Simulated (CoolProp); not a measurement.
Water along the isobar 5.73 MPa: density (kg/m³) from the reference equation and from simpler models built on Tc = 373.9 °C, pc = 22.06 MPa, ω = 0.344; each cubic takes its own stable root.

Computed with CoolProp (reference Helmholtz-energy equation of state, Wagner 2002).

```csv
T (°C),phase,reference
329.95,gas,23.69
335.85,gas,23.30
341.85,gas,22.93
347.85,gas,22.57
353.85,gas,22.23
359.85,gas,21.91
365.75,gas,21.60
371.75,gas,21.31
377.75,gas,21.02
383.75,gas,20.75
389.75,gas,20.48
395.65,gas,20.23
401.65,gas,19.98
```

Q: How far does each simpler model (ideal gas, van der Waals, Soave-Redlich-Kwong, Peng-Robinson) lie from the reference over these 13 states: mean and median of the absolute difference, and the worst?

A: 
- ideal gas: mean 10.2 %, median 10.0 %, worst -13.1 % at 329.95 °C and 5.73 MPa
- van der Waals: mean 1.8 %, median 1.6 %, worst -3.5 % at 329.95 °C and 5.73 MPa
- Soave-Redlich-Kwong: mean 0.3 %, median 0.1 %, worst -0.8 % at 329.95 °C and 5.73 MPa
- Peng-Robinson: mean 0.8 %, median 0.9 %, worst +1.1 % at 401.65 °C and 5.73 MPa
